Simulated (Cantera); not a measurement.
An adiabatic, constant-pressure homogeneous reactor starts with CO : H2 : O2 : N2 = 1 : 0.69 : 1.92 : 7.22 (molar parts), equivalence ratio 0.44, at 1150 K and 11.0 bar.

Cantera simulation using GRI-Mech 3.0 (53 species, 325 reactions); the numbers are that mechanism's predictions, not measurements. The hydrogen kinetics of GRI-Mech 3.0 are dated; newer H2 mechanisms differ, most at raised pressure.

Predict: time of steepest temperature rise; temperature at 0.400 s; equilibrium temperature; x(CO) at 0.400 s; x(H2) at 0.400 s; x(O2) at 0.400 s; x(N2O) at 0.400 s; x(O) at 0.400 s.


```json
{
 "time_of_steepest_temperature_rise": "0.191 ms",
 "temperature at 0.400 s": "2277 K",
 "equilibrium_temperature": "2277 K",
 "x(CO) at 0.400 s": "0.000942 (gas-phase equilibrium 0.000942)",
 "x(H2) at 0.400 s": "0.000116 (gas-phase equilibrium 0.000116)",
 "x(O2) at 0.400 s": "0.102 (gas-phase equilibrium 0.102)",
 "x(N2O) at 0.400 s": "1.75e-6 (gas-phase equilibrium 1.75e-6)",
 "x(O) at 0.400 s": "0.000420 (gas-phase equilibrium 0.000420)"
}
```
